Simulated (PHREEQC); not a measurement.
Make-up at 70 °C: 4.2 mmol/kgw CdSO4, 0.53 mmol/kgw KCl and 2.1 mmol/kgw MnSO4. Closed to the air; pH follows from the charge balance.

Equilibrium calculation in PHREEQC: ion-association model, phreeqc.dat.

No solid was allowed to form.

**Question.** Estimate the pH, ionic strength, specific conductance.

**Answer.** pH 5.87; ionic strength 0.0171 mol/kgw; specific conductance 2140 µS/cm.

**Question.** In which forms is Cl present?

**Answer.** Cl- 85 %, CdCl+ 14 % of the Cl.

Away from 25 °C the constants follow the database's enthalpies or fits; those with neither stay at their 25 °C values.
